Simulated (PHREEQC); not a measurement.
**Acid rinse or clean: an equilibrium model**

Solution (20 °C): 0.14 mol/kgw HCl, 0.0049 mol/kgw CuSO4 and 0.0042 mol/kgw MnSO4. Closed to the air; pH follows from the charge balance.

Equilibrium calculation in PHREEQC: ion-association model, phreeqc.dat.

No solid was allowed to form.

**Question.** Predict the pH, density, ionic strength.

**Answer.** pH 0.97; density 1.002 g/cm³; ionic strength 0.159 mol/kgw.

**Question.** In which forms is Mn present?

**Answer.** Mn+2 81 %, MnCl+ 16 %, MnSO4 2.5 %, MnCl2 0.5 % of the Mn.
